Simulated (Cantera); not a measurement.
**Hydrocarbon pyrolysis for carbon deposition**

An isothermal, constant-pressure homogeneous reactor starts with CH4 : N2 = 1 : 55 (molar parts), at 1550 K and 0.0132 atm.

Cantera simulation using GRI-Mech 3.0 (53 species, 325 reactions); the numbers are that mechanism's predictions, not measurements. GRI-Mech 3.0 stops at C3 and has no aromatics, soot or wall deposition, so with more carbon than oxygen in the feed, carbon stays in small species such as C2H2 where larger ones or solid carbon would form. Radical loss at walls, strong at low pressure, is not modelled.

```tsv
t (s)	x CH4	x CH3	x C2H	x C2H2	x C2H6	x H2
7.00e-5	0.0179	1.67e-8	<1e-12	<1e-12	<1e-12	2.37e-9
0.000270	0.0179	8.16e-8	<1e-12	<1e-12	<1e-12	2.61e-8
0.00104	0.0179	3.90e-7	<1e-12	<1e-12	<1e-12	1.76e-7
0.00403	0.0179	1.62e-6	<1e-12	<1e-12	4.43e-11	7.90e-7
0.0156	0.0179	6.35e-6	<1e-12	6.80e-11	2.06e-9	3.18e-6
0.0602	0.0178	2.45e-5	<1e-12	1.57e-8	5.89e-8	1.35e-5
0.233	0.0177	9.18e-5	1.62e-11	3.52e-6	1.03e-6	0.000115
0.898	0.0153	0.000229	1.68e-9	0.000578	6.63e-6	0.00302
3.47	0.00721	0.000125	1.15e-8	0.00503	1.82e-6	0.0154
13.4	0.00179	4.06e-5	2.26e-8	0.00786	1.74e-7	0.0236
51.8	0.000265	8.16e-6	3.33e-8	0.00863	6.35e-9	0.0259
200	4.60e-5	1.56e-6	3.71e-8	0.00874	2.24e-10	0.0262
```
x: mole fraction; the columns are a selection and need not sum to one.

Equilibrium at this temperature and pressure: CH4 8.84e-7, CH3 3.04e-8, C2H 4.12e-9, C2H2 0.000958, C2H6 <1e-12, H2 0.0263 (gas phase only).
